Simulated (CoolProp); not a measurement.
Octamethylcyclotetrasiloxane (D4) along the isobar 0.764 MPa: density (kg/m³) from the reference equation and from simpler models built on Tc = 586.5 K, pc = 1.347 MPa, ω = 0.598; each cubic takes its own stable root.

Values from CoolProp's reference Helmholtz-energy equation of state, Thol 2015.

| T (K) | phase | reference |
|---|---|---|
| 437.6 | liquid | 784.2 |
| 445.5 | liquid | 773.6 |
| 453.4 | liquid | 762.6 |
| 461.3 | liquid | 751.5 |
| 469.2 | liquid | 740.0 |
| 477 | liquid | 728.3 |
| 484.9 | liquid | 716.0 |
| 492.8 | liquid | 703.3 |
| 500.7 | liquid | 690.0 |
| 508.6 | liquid | 676.0 |
| 516.5 | liquid | 661.2 |
| 524.4 | liquid | 645.2 |
| 532.3 | liquid | 627.8 |

Problem. How far does each simpler model (van der Waals, Redlich-Kwong, Soave-Redlich-Kwong, Peng-Robinson) lie from the reference over these 13 states: mean and median of the absolute difference, and the worst?

Solution. 
- van der Waals: mean 52.9 %, median 42.2 %, worst -88.6 % at 532.3 K and 0.764 MPa
- Redlich-Kwong: mean 19.4 %, median 18.8 %, worst -23.8 % at 532.3 K and 0.764 MPa
- Soave-Redlich-Kwong: mean 10.5 %, median 10.0 %, worst -13.9 % at 532.3 K and 0.764 MPa
- Peng-Robinson: mean 1.9 %, median 2.2 %, worst +2.9 % at 437.6 K and 0.764 MPa

At some of these states van der Waals gives the other phase, because its saturation line lies elsewhere.
